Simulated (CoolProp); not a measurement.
A simple Rankine cycle with octamethyltrisiloxane (MDM): condensing at 332.15 K, boiler at 0.305 MPa, turbine inlet 478.7 K, turbine efficiency 0.75, pump efficiency 0.7, no recuperator. Each further row changes one setting.

Values from CoolProp's reference Helmholtz-energy equation of state, Thol 2017.

```tsv
case	thermal efficiency (%)	net work (kJ/kg)	heat in (kJ/kg)	turbine exit temperature (K)	volume ratio over the turbine
as stated	?	?	428	445.1	96.6
turbine inlet 498.7 K	11.5	53.9	?	465.3	94.0
condensing temperature 324.15 K	12.6	56.0	?	442.5	145
boiler pressure 0.213 MPa	?	48.1	?	448.9	?
turbine efficiency 0.65	10.4	44.4	428	448.9	97.5
```

Fill in the missing entries.


- as stated, thermal efficiency (%): 12.0
- as stated, net work (kJ/kg): 51.3
- turbine inlet 498.7 K, heat in (kJ/kg): 468
- condensing temperature 324.15 K, heat in (kJ/kg): 443
- boiler pressure 0.213 MPa, thermal efficiency (%): 11.1
- boiler pressure 0.213 MPa, heat in (kJ/kg): 432
- boiler pressure 0.213 MPa, volume ratio over the turbine: 64.0
